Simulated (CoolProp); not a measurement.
Saturation properties of nitrous oxide.

Computed with CoolProp (reference Helmholtz-energy equation of state, Lemmon 2006). It is a short technical equation, of lower accuracy than the large ones.

| T (°C) | p (kPa) | enthalpy of vaporisation (kJ/kg) | vapour Z |
|---|---|---|---|
| -30.25 | 1307 | 295.1 | 0.8429 |
| -22.15 | 1685 | 280.6 | 0.8128 |
| -14.15 | 2131 | 264.9 | 0.7795 |
| -6.15 | 2657 | 247.5 | 0.7422 |
| 1.85 | 3273 | 227.9 | 0.7002 |
| 9.85 | 3987 | 205.4 | 0.6520 |
| 17.85 | 4811 | 178.3 | 0.5949 |
| 25.85 | 5759 | 143.2 | 0.5228 |

It boils at -88.5 °C under 1 atm.
